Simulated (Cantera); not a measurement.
Feed: 1 mol Zr, 18 mol N₂, 0.45 mol O₂, held at 1400 K and 6.00 bar.

Equilibrium computed with Cantera from the NASA thermochemical tables; the gas is ideal and each condensed phase is pure. Candidate condensed phases: Zr, ZrN, ZrO₂; 13 gas species. Mutual solubility and eutectic melting of coexisting phases are not modelled. ZrN: taken at fixed stoichiometry. Condensed phases not in the tables: solid solutions among these carbides, nitrides and lower oxides. Rates play no part.

### Question
What is the equilibrium state?

### Answer
```
Property                              Value
--------------------------------  ---------
x(N₂)                                  1.00
n(ZrN(s))                         0.550 mol
n(ZrO₂(monoclinic))               0.450 mol
gas amount                        17.73 mol
log10 activity of Zr(β) (absent)      -9.17
```
